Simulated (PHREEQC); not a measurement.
Consider water at 25 °C with 0.75 mol/kgw MgSO4, 0.09 mol/kgw Na2SO4 and 1.1 mol/kgw KBr. Closed to the air; pH follows from the charge balance.

All values are PHREEQC results (Pitzer model, pitzer.dat), not measurements.

Each row changes one thing in this solution. This is a speciation only: nothing precipitates in the calculation.

| case | HSO4- (mol/kgw) | SI of Mirabilite (Na2SO4:10H2O) | SI of Thenardite (Na2SO4) |
|---|---|---|---|
| as made | 1.19e-6 | -2.61 | -3.29 |
| MgSO4 left out | 8.08e-8 | -3.09 | [?] |
| KBr left out | 9.53e-7 | -2.34 | [?] |
| KBr from 1.1 to 0.22 mol/kgw | 9.89e-7 | -2.40 | -3.23 |
| MgSO4 replaced by Li2SO4 at the same molality | 4.54e-7 | -2.59 | -3.19 |

Task: Some entries are withheld; supply them.

Result: 
- MgSO4 left out, SI of Thenardite (Na2SO4): -3.86
- KBr left out, SI of Thenardite (Na2SO4): -3.20

Complexes and solids missing from the database can't appear.
